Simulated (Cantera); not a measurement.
**Ignition delay**

Mixture: C3H8 : O2 : N2 = 0.71 : 3.12 : 11.8 (molar parts), at 101000 Pa, adiabatic and at constant volume. Ignition delay is the time to a rise of 400 K.

Computed with Cantera and GRI-Mech 3.0 (53 species, 325 reactions). GRI-Mech 3.0 was tuned for natural gas; its chemistry of propane as a main component is partial and can be far from experiment.

```json
[
 {"T0 (K)": "1050", "delay (ms)": "173"},
 {"T0 (K)": "1125", "delay (ms)": "29.8"},
 {"T0 (K)": "1200", "delay (ms)": "5.84"},
 {"T0 (K)": "1275", "delay (ms)": "1.40"},
 {"T0 (K)": "1350", "delay (ms)": "0.419"},
 {"T0 (K)": "1425", "delay (ms)": "0.156"},
 {"T0 (K)": "1500", "delay (ms)": "0.0705"},
 {"T0 (K)": "1575", "delay (ms)": "0.0373"},
 {"T0 (K)": "1650", "delay (ms)": "0.0224"},
 {"T0 (K)": "1725", "delay (ms)": "0.0149"}
]
```

```
Quantity                                                Result
--------------------------------------------------  ----------
apparent activation energy between 1575 and 1725 K  140 kJ/mol
```
